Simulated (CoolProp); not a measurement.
Computed with CoolProp (reference Helmholtz-energy equation of state, Wagner 2002).

Q: For water, give the phase and the cv (kJ/(kg K)), Joule-Thomson coefficient (K/MPa), fugacity coefficient at 286.35 °C and 30300 kPa; 365.85 °C and 30300 kPa.

A: 
- 286.35 °C and 30300 kPa: liquid; cv 3.05, Joule-Thomson coefficient 0.0378, fugacity coefficient 0.211
- 365.85 °C and 30300 kPa: liquid; cv 2.98, Joule-Thomson coefficient 0.626, fugacity coefficient 0.471
